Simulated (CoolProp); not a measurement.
Saturation properties of tetrahydrofuran (Tc = 540.2 K, pc = 5.304 MPa, ω = 0.234).

Computed with CoolProp (reference Helmholtz-energy equation of state, Fiedler 2023).

```tsv
T (K)	p (MPa)	liquid density (kg/m³)	vapour density (kg/m³)
377.5	0.3046	789.5	7.471
382.8	0.3476	782.8	8.466
388.1	0.3951	776.0	9.561
393.4	0.4473	769.2	10.76
398.7	0.5046	762.2	12.08
404.1	0.5685	755.0	13.55
409.4	0.6369	747.8	15.13
414.7	0.7113	740.5	16.85
```

It boils at 339.1 K under 1 atm.
